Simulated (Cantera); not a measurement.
A closed system holds: 1 mol Si3N4, 0.42 mol H2O, 14 mol H2, equilibrated at 1.00 bar.

Cantera equilibrium calculation (NASA polynomials, part measured and part estimated; ideal gas, pure solids and liquids). Candidate condensed phases: H2O, Si, SiO2, Si2N2O, Si3N4; 35 gas species. The tables' values for SiN are old estimates; treat these amounts as uncertain. Gases not in the tables: Si2H6 and higher silanes. The numbers say what is thermodynamically allowed, not how fast it happens.

### Question
At 2173 K, list the 5 most abundant gas species with their mole fractions, and the condensed phases.

### Answer
H2 0.852, N2 0.118, SiO 0.0249, H 0.00445, Si 0.000283. Condensed: Si(l).
